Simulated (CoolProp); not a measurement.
Properties of chlorine along the isotherm 434.7 K (Tc = 416.9 K, pc = 76.42 bar, ω = 0.070).

The numbers come from the reference Helmholtz-energy equation of state, Thol 2021 in CoolProp.

```tsv
p (bar)	phase	cv (kJ/(kg K))	speed of sound (m/s)
0.632	gas	0.3856	257.5
0.954	gas	(withheld)	257.4
1.44	gas	0.3865	257.1
2.17	gas	(withheld)	256.7
3.28	gas	0.3886	256.1
4.94	gas	0.3905	255.2
7.46	gas	0.3935	253.8
11.2	gas	(withheld)	(withheld)
17	gas	0.4058	248.3
25.6	gas	0.4181	243.1
38.6	gas	(withheld)	234.6
58.3	gas	0.4832	219.9
87.9	supercritical	(withheld)	(withheld)
133	supercritical	0.5204	(withheld)
200	supercritical	0.4804	453.8
```

Task: Complete the blanks.

Result: 
- 0.954, cv (kJ/(kg K)): 0.3860
- 2.17, cv (kJ/(kg K)): 0.3873
- 11.2, cv (kJ/(kg K)): 0.3982
- 11.2, speed of sound (m/s): 251.6
- 38.6, cv (kJ/(kg K)): 0.4399
- 87.9, cv (kJ/(kg K)): 0.6063
- 87.9, speed of sound (m/s): 188.1
- 133, speed of sound (m/s): 319.2
